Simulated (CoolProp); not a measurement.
The fluid at 476.59 K and 3.48 MPa is throttled through a valve to 0.462 MPa with no heat exchange. The same conditions are run with several fluids, on thermodynamics alone (safety and materials aside).

Computed with CoolProp (reference Helmholtz-energy equation of state of each fluid (carbon monoxide: Lemmon 2006; chloromethane (R40): Thol 2014; nitrous oxide: Lemmon 2006; sulfur hexafluoride: Guder 2009)).

Rank carbon monoxide, chloromethane (R40), nitrous oxide, sulfur hexafluoride by temperature change (K), highest first.

carbon monoxide (-1.9), sulfur hexafluoride (-8.6), nitrous oxide (-11.5), chloromethane (R40) (-28.6)

```
fluid                final density (kg/m³)
-------------------  ---------------------
carbon monoxide                       3.27
chloromethane (R40)                   6.39
nitrous oxide                         5.29
sulfur hexafluoride                   17.5
```
